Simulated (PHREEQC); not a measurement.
Model water analysis in mmol/kgw, 40 °C, pH 3.4, pe 9.7:

```
constituent  mmol/kgw
-----------  --------
Na              0.173
K               0.194
Ca               1.97
Mg              0.729
Cl               1.98
S(6)             2.24
B             0.00436
```

Valence states are taken as typed.

The numbers come from PHREEQC with the ion-association model, wateq4f.dat.

Each row changes one thing in this solution. Precipitation was switched off in this run.

| case | ionic strength (mol/kgw) | CaSO4 (mol/kgw) | MgSO4 (mol/kgw) | HSO4- (mol/kgw) | KSO4- (mol/kgw) | CaHSO4+ (mol/kgw) | SI of Gypsum (CaSO4:2H2O) | SI of Halite (NaCl) |
|---|---|---|---|---|---|---|---|---|
| as made | 0.00937 | 0.000294 | 0.000151 | 6.96e-5 | 1.98e-6 | 9.42e-7 | -1.29 | -8.17 |
| Cl from 1.98 to 0.99 mmol/kgw | 0.00886 | 0.000298 | 0.000153 | 6.99e-5 | 1.99e-6 | 9.52e-7 | -1.29 | [?] |
| temperature from 40 to 5 °C at the same typed pH | [?] | 0.000243 | 7.64e-5 | 3.65e-5 | [?] | 5.16e-7 | -1.22 | -8.09 |

What belongs in the gaps?


- Cl from 1.98 to 0.99 mmol/kgw, SI of Halite (NaCl): -8.47
- temperature from 40 to 5 °C at the same typed pH, ionic strength (mol/kgw): 0.00993
- temperature from 40 to 5 °C at the same typed pH, KSO4- (mol/kgw): 1.18e-6

At this temperature some constants are extrapolated from 25 °C, and those without enthalpy data are left unchanged.
